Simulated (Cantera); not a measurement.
A perfectly stirred reactor is fed with 25.2 % H2, 15.7 % O2, 59.1 % N2, equivalence ratio 0.80, at 23000 Pa; it is adiabatic with a 375 K inlet, and is followed from long to short residence time, starting on the burning branch (τ in s: 0.085, 0.032, 0.012, 0.0044, 0.0016, 0.00061, 0.00023, 8.4e-05, 3.1e-05, 1.2e-05).

Cantera simulation using the H2/O2 subset of GRI-Mech 3.0, which has no nitrogen chemistry; the numbers are that mechanism's predictions, not measurements.

x: mole fraction; the columns are a selection and need not sum to one.

```
τ (s)    T (K)     x H2    x O2     x OH   x HO2   x H2O      x O
-------  -----  -------  ------  -------  ------  ------  -------
0.085     2159  0.00663  0.0359   0.0102       ?   0.273  0.00204
0.032     2104   0.0102  0.0369   0.0121       ?   0.266  0.00326
0.012     2011   0.0155  0.0389   0.0138       ?   0.256  0.00537
0.0044    1875   0.0216  0.0420   0.0144       ?   0.242  0.00832
0.0016    1702   0.0270  0.0461   0.0130       ?   0.227   0.0115
0.00061   1517   0.0313  0.0512   0.0102       ?   0.212   0.0136
0.00023   1314   0.0414  0.0605  0.00669       ?   0.193   0.0129
8.4e-5     375    0.252   0.157   <1e-12  <1e-12  <1e-12   <1e-12
3.1e-5     375    0.252   0.157   <1e-12  <1e-12  <1e-12   <1e-12
1.2e-5     375    0.252   0.157   <1e-12  <1e-12  <1e-12   <1e-12
```

Problem. Some entries are withheld; supply them.

Solution. 
- 0.085, x HO2: 1.80e-6
- 0.032, x HO2: 2.09e-6
- 0.012, x HO2: 2.91e-6
- 0.0044, x HO2: 4.42e-6
- 0.0016, x HO2: 6.63e-6
- 0.00061, x HO2: 9.62e-6
- 0.00023, x HO2: 1.49e-5
